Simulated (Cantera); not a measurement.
Zr + N2O (tantalum, niobium, vanadium and zirconium in process gases)

A closed system holds: 1 mol Zr, 3 mol N2O, at 2227 °C.

These are equilibrium values from Cantera (NASA tables, ideal gas, pure condensed phases), not measurements of a reactor. Candidate condensed phases: Zr, ZrN, ZrO2; 13 gas species. The numbers say what is thermodynamically allowed, not how fast it happens.

```
P (Pa)    x N2      x O      x O2     x ZrO    x ZrO2      x NO       x N      x Zr  n ZrO2(tetragonal)
-------  -----  -------  --------  --------  --------  --------  --------  --------  ------------------
0.100    0.527    0.296  0.000417     0.122    0.0541  0.000838  0.000212   5.14e-5                   0
1.50     0.728    0.237   0.00400   0.00440    0.0235   0.00305   6.44e-5   1.55e-7               0.885
22       0.773    0.181    0.0344   2.67e-5   0.00160   0.00922   1.73e-5  8.36e-11               0.994
320      0.816   0.0773    0.0910   2.96e-7  0.000110    0.0154   4.67e-6    <1e-12               1.000
4600     0.838   0.0235     0.120   4.72e-9   7.65e-6    0.0180   1.25e-6    <1e-12               1.000
68000    0.845  0.00633     0.130  8.00e-11   5.18e-7    0.0187   3.26e-7    <1e-12               1.000
1000000  0.847  0.00167     0.132  1.40e-12   3.52e-8    0.0189   8.51e-8    <1e-12                1.00
```
x: gas mole fraction; n: condensed amount in mol.

At 0.000750 Torr nothing is condensed. From 0.0113 Torr to 7500 Torr the condensed part is ZrO2(tetragonal). The main Zr-bearing gas is ZrO at 0.000750 Torr and ZrO2 at 7500 Torr.
